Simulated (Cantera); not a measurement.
A perfectly stirred reactor is fed with CH₄ : O₂ : N₂ : H₂O = 1 : 1.43 : 5.37 : 0.62 (molar parts), at 1.00 atm; it is adiabatic with a 650 K inlet, and is followed from long to short residence time, starting on the burning branch (τ in s: 0.38, 0.14, 0.05, 0.018, 0.0065, 0.0024, 0.00085, 0.00031, 0.00011, 4e-05, 1.4e-05, 5.2e-06).

Computed with Cantera and GRI-Mech 3.0 (53 species, 325 reactions).

One state of this run: T (K) = 2103; x CH₄ = 7.43e-5; x O₂ = 0.000135; x H₂O = 0.227; x NO₂ = 1.98e-9; x HCO = 1.13e-7. x: mole fraction; the columns are a selection and need not sum to one.

Which value of τ (s) does it belong to?
(A) 0.14
(B) 0.050
(C) 1.4e-5
(D) 5.2e-6

B, 0.050
